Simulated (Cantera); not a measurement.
Charge: 1 mol SiHCl3, 0.2 mol NH3, 1.6 mol H2, equilibrated at 1652 °C and 0.100 bar.

These are equilibrium values from Cantera (NASA tables, ideal gas, pure condensed phases), not measurements of a reactor. Candidate condensed phases: NH4Cl, Si, Si3N4; 28 gas species. The tables' values for SiCl3, SiCl are old estimates; treat these amounts as uncertain. Gases not in the tables: Si2H6 and higher silanes. Rates play no part.

Base state: H2 0.479, HCl 0.242, SiCl2 0.241, N2 0.0251, SiCl3 0.00806, H 0.00209, Cl 0.000794, SiCl 0.000627 (mole fractions); condensed: gas only.

Problem. What changes in the equilibrium state with this change: pressure from 0.100 bar to 13.3 mbar?

Solution. 
```tsv
species	before	after
H2	0.479	0.471
HCl	0.242	0.247
SiCl2	0.241	0.243
SiCl3	0.00806	0.00306
N2	0.0251	0.0249
SiH2Cl2	2.89e-5	3.82e-6
SiHCl3	0.000231	3.17e-5
```
